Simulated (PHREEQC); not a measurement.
NH3 is added in steps, without added water, to 1 kg of water holding 35 mmol/kgw NH4HSO4, at 25 °C. Oxygen is held at 0.21 atm. CO2 from the air is kept out. No solid was allowed to form.

Base run: PHREEQC, ion-association model, wateq4f.dat. Each further column changes one thing. The table gives HSO4- (mol/kgw).

```json
[
 {"NH3 added (mol)": "0", "base": "0.0148", "Davies equation for every ion": "0.0145", "metal-ligand complexes left out": "0.0148", "all activity coefficients set to 1": "0.0187", "Debye-Hückel limiting law": "0.0123"},
 {"NH3 added (mol)": "0.00825", "base": "0.0119", "Davies equation for every ion": "0.0116", "metal-ligand complexes left out": "0.0119", "all activity coefficients set to 1": "0.0152", "Debye-Hückel limiting law": "0.00976"},
 {"NH3 added (mol)": "0.01375", "base": "0.00979", "Davies equation for every ion": "0.00952", "metal-ligand complexes left out": "0.00979", "all activity coefficients set to 1": "0.0125", "Debye-Hückel limiting law": "0.00793"},
 {"NH3 added (mol)": "0.022", "base": "0.00628", "Davies equation for every ion": "0.00610", "metal-ligand complexes left out": "0.00628", "all activity coefficients set to 1": "0.00807", "Debye-Hückel limiting law": "0.00501"},
 {"NH3 added (mol)": "0.03025", "base": "0.00240", "Davies equation for every ion": "0.00233", "metal-ligand complexes left out": "0.00240", "all activity coefficients set to 1": "0.00309", "Debye-Hückel limiting law": "0.00189"},
 {"NH3 added (mol)": "0.03575", "base": "4.76e-8", "Davies equation for every ion": "4.72e-8", "metal-ligand complexes left out": "4.76e-8", "all activity coefficients set to 1": "6.68e-8", "Debye-Hückel limiting law": "3.71e-8"},
 {"NH3 added (mol)": "0.044", "base": "3.97e-9", "Davies equation for every ion": "3.93e-9", "metal-ligand complexes left out": "3.97e-9", "all activity coefficients set to 1": "5.57e-9", "Debye-Hückel limiting law": "3.10e-9"},
 {"NH3 added (mol)": "0.05225", "base": "2.07e-9", "Davies equation for every ion": "2.05e-9", "metal-ligand complexes left out": "2.07e-9", "all activity coefficients set to 1": "2.90e-9", "Debye-Hückel limiting law": "1.61e-9"},
 {"NH3 added (mol)": "0.05775", "base": "1.57e-9", "Davies equation for every ion": "1.56e-9", "metal-ligand complexes left out": "1.57e-9", "all activity coefficients set to 1": "2.20e-9", "Debye-Hückel limiting law": "1.22e-9"},
 {"NH3 added (mol)": "0.066", "base": "1.15e-9", "Davies equation for every ion": "1.14e-9", "metal-ligand complexes left out": "1.15e-9", "all activity coefficients set to 1": "1.62e-9", "Debye-Hückel limiting law": "8.99e-10"}
]
```
